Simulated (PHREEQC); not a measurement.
PHREEQC input (ion-association model, wateq4f.dat):

```
SOLUTION_MASTER_SPECIES
  Tma  Tma+  0  Tma  74.145  # tetramethylammonium, taken as a free cation
SOLUTION_SPECIES
  Tma+ = Tma+
    -log_k 0
    -gamma 4.0 0
SOLUTION 1
  temp 25
  units mol/kgw
  pH 7 charge
  S(6) 0.12
  Cu(2) 0.12
  B 0.00016
  F 0.00064
  Cl 9.9e-05
  Na 9.9e-05
SOLUTION 2
  temp 25
  units mol/kgw
  pH 7 charge
  Tma 0.0014
  C(4) 0.00098
  Na 0.00196
END
SELECTED_OUTPUT 1
  -reset false
  -pH true
  -pe true
  -ionic_strength true
  -water true
  -totals B C Cl Cu F Na S Tma C(-4) C(4)
    Cu(1) Cu(2) S(-2) S(6)
  -molalities H+ H3BO3 CO3-2 Cl- Cu+2 F- Na+ SO4-2 H2BO3- CO2
    HCO3- NaCO3- NaHCO3 NaSO4- HSO4- H2S HS- S-2 O2 OH-
    BF(OH)3- BF2(OH)2- BF3OH- BF4- HF HF2- CuCl2- CuCl3-2 Cu+ CuCO3
    Cu(CO3)2-2 CuCl+ CuCl2 CuCl3- CuCl4-2 CuF+ CuOH+ Cu(OH)2 Cu(OH)3- Cu(OH)4-2
    Cu2(OH)2+2 CuSO4 Cu(HS)3- CuHCO3+ H2F2 NaF Tma+
  -equilibrium_phases Cu(OH)2 Malachite Brochantite Antlerite Atacamite Halite Mirabilite Chalcanthite Nahcolite Natron
    CuF2:2H2O
PRINT
  -reset false
MIX 1
  1 1
  2 0
EQUILIBRIUM_PHASES 1
  Cu(OH)2 0 0
  Malachite 0 0
  Brochantite 0 0
  Antlerite 0 0
  Atacamite 0 0
  Halite 0 0
  Mirabilite 0 0
  Chalcanthite 0 0
  Nahcolite 0 0
  Natron 0 0
  CuF2:2H2O 0 0
  O2(g) -0.68 10
END
# ... the last block is repeated for the other 20 points of share of solution B
```

Selected output (columns that matter, 21 of 21 rows; share of solution B added in front):

```
share of solution B	pH	mu	B	C	Cl	Cu	F	Na	S	Tma	m_H+	m_H3BO3	m_CO3-2	Antlerite
0	3.7836	0.24231	0.00016	0	9.9e-05	0.12	0.00064	9.9e-05	0.12	0	0.00020827	0.0001598	0	0
0.05	3.8295	0.2316	0.000152	4.9e-05	9.405e-05	0.11391	0.000608	0.00019205	0.11397	7e-05	0.00018699	0.00015184	1.591e-13	3.0012e-05
0.1	3.8439	0.22079	0.000144	9.8e-05	8.91e-05	0.10779	0.000576	0.0002851	0.10793	0.00014	0.00018045	0.00014386	3.3407e-13	7.1626e-05
0.15	3.8593	0.20992	0.000136	0.000147	8.415e-05	0.10166	0.000544	0.00037815	0.10189	0.00021	0.00017377	0.00013588	5.277e-13	0.00011329
0.2	3.8755	0.19898	0.000128	0.000196	7.92e-05	0.095535	0.000512	0.0004712	0.095845	0.00028	0.00016695	0.0001279	7.435e-13	0.000155
0.25	3.8929	0.18797	0.00012	0.000245	7.425e-05	0.08941	0.00048	0.00056425	0.089804	0.00035	0.00015996	0.00011992	9.8597e-13	0.00019676
0.3	3.9115	0.17689	0.000112	0.000294	6.93e-05	0.083285	0.000448	0.0006573	0.083762	0.00042	0.0001528	0.00011194	1.2609e-12	0.00023856
0.35	3.9316	0.16571	0.000104	0.000343	6.435e-05	0.077159	0.000416	0.00075035	0.07772	0.00049	0.00014543	0.00010395	1.5761e-12	0.00028042
0.4	3.9533	0.15444	9.6001e-05	0.000392	5.94e-05	0.071033	0.000384	0.0008434	0.071678	0.00056	0.00013785	9.5959e-05	1.9419e-12	0.00032233
0.45	3.9771	0.14306	8.8001e-05	0.000441	5.445e-05	0.064908	0.000352	0.00093646	0.065636	0.00063	0.00013001	8.7968e-05	2.3728e-12	0.00036429
0.5	4.0033	0.13155	8.0001e-05	0.00049	4.95e-05	0.058782	0.00032	0.0010295	0.059594	0.00070001	0.0001219	7.9976e-05	2.8894e-12	0.00040629
0.55	4.0324	0.11991	7.2001e-05	0.000539	4.455e-05	0.052655	0.000288	0.0011226	0.053552	0.00077001	0.00011346	7.1982e-05	3.5223e-12	0.00044835
0.6	4.0653	0.10811	6.4001e-05	0.00058801	3.96e-05	0.046529	0.000256	0.0012156	0.04751	0.00084001	0.00010464	6.3987e-05	4.3189e-12	0.00049044
0.65	4.1031	0.096119	5.6001e-05	0.00063701	3.465e-05	0.040403	0.000224	0.0013087	0.041468	0.00091001	9.537e-05	5.5991e-05	5.3566e-12	0.00053258
0.7	4.1474	0.083902	4.8001e-05	0.00068601	2.97e-05	0.034276	0.000192	0.0014017	0.035426	0.00098001	8.5551e-05	4.7994e-05	6.7716e-12	0.00057475
0.75	4.2008	0.071404	4e-05	0.00073501	2.475e-05	0.02815	0.00016	0.0014948	0.029383	0.00105	7.5043e-05	3.9996e-05	8.8264e-12	0.00061692
0.8	4.2683	0.058545	3.2e-05	0.00078401	1.98e-05	0.022023	0.000128	0.0015878	0.023341	0.00112	6.3632e-05	3.1998e-05	1.21e-11	0.00065906
0.85	4.3594	0.045194	2.4e-05	0.00083301	1.485e-05	0.015897	9.6001e-05	0.0016809	0.017299	0.00119	5.0958e-05	2.3999e-05	1.8161e-11	0.00070106
0.9	4.499	0.031102	1.6e-05	0.00088201	9.9001e-06	0.0097723	6.4001e-05	0.0017739	0.011258	0.00126	3.6319e-05	1.5999e-05	3.3098e-11	0.00074263
0.95	4.7955	0.01566	8.0001e-06	0.00093101	4.9501e-06	0.0036545	3.2e-05	0.001867	0.0052182	0.00133	1.7828e-05	7.9997e-06	1.1606e-10	0.00078186
1	11.147	0.0041876	0	0.00098	0	0	0	0.00196	0	0.0014	7.6055e-12	0	0.00085102	0
```

(CH3)4N+ isn't in the database: it is added as a free cation with an ion size of 4 Å. Real BF4- forms and hydrolyses slowly; the run takes it at equilibrium.
